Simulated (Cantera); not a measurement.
Input: 1 mol CH3SiH3, a varied amount of HCl, 1800 mol H2, at 1325 K and 0.0120 bar.

Cantera equilibrium calculation (NASA polynomials, part measured and part estimated; ideal gas, pure solids and liquids). Candidate condensed phases: C, C6H6, C7H8, C8H18, Si, SiC; 109 gas species. The feed counts by its element totals alone. Mutual solubility and eutectic melting of coexisting phases are not modelled. The numbers say what is thermodynamically allowed, not how fast it happens.

x: gas mole fraction; n: condensed amount in mol.

| n(HCl) (mol) | x H2 | x HCl | x H | x CH4 | n Si(s) | n SiC(s) |
|---|---|---|---|---|---|---|
| 0.13 | 1.000 | [?] | 1.49e-5 | 2.71e-7 | 0.000208 | 1.000 |
| 0.16 | 1.000 | [?] | 1.49e-5 | 2.71e-7 | 0.000194 | 1.000 |
| 0.2 | 1.000 | [?] | 1.49e-5 | 2.71e-7 | 0.000171 | 1.000 |
| 0.26 | 1.000 | [?] | 1.49e-5 | 2.71e-7 | 0.000129 | 1.000 |
| 0.32 | 1.000 | [?] | 1.49e-5 | 2.71e-7 | 0 | 1.000 |
| 0.41 | 1.000 | [?] | 1.49e-5 | 2.78e-7 | 0 | 0.999 |
| 0.51 | 1.000 | [?] | 1.49e-5 | 3.14e-7 | 0 | 0.999 |
| 0.65 | 1.000 | [?] | 1.49e-5 | 3.68e-7 | 0 | 0.999 |
| 0.82 | 1.000 | [?] | 1.49e-5 | 4.39e-7 | 0 | 0.999 |
| 1 | 0.999 | [?] | 1.49e-5 | 5.18e-7 | 0 | 0.999 |

**Question.** Complete the blanks.

**Answer.** 
- 0.13, x HCl: 7.21e-5
- 0.16, x HCl: 8.87e-5
- 0.2, x HCl: 0.000111
- 0.26, x HCl: 0.000144
- 0.32, x HCl: 0.000177
- 0.41, x HCl: 0.000227
- 0.51, x HCl: 0.000282
- 0.65, x HCl: 0.000360
- 0.82, x HCl: 0.000454
- 1, x HCl: 0.000553
